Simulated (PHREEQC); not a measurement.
A column of 0.5 m (30 cells, dispersivity 0.018 m, 720 s a shift, diffusion coefficient 3e-10 m²/s) holds 0.32 eq of the database's cation exchanger X per kg of pore water, first in equilibrium with 15 mmol/kgw MnCl2 and 0.01 mmol/kgw HCl. It is flushed with 0.061 mol/kgw ZnCl2 and 1e-05 mol/kgw HCl, at 15 °C. Values are for the last cell. CO2 from the air is kept out. Nothing may precipitate in this run.

The series has 31 steps of pore volumes, from 0 to 8.017.

The numbers come from PHREEQC with the ion-association model, phreeqc.dat.

Problem. After how many pore volumes does Zn at the outlet first reach half of its feed value?

Solution. By 3.8 pore volumes.

Species that the database lacks are ignored.
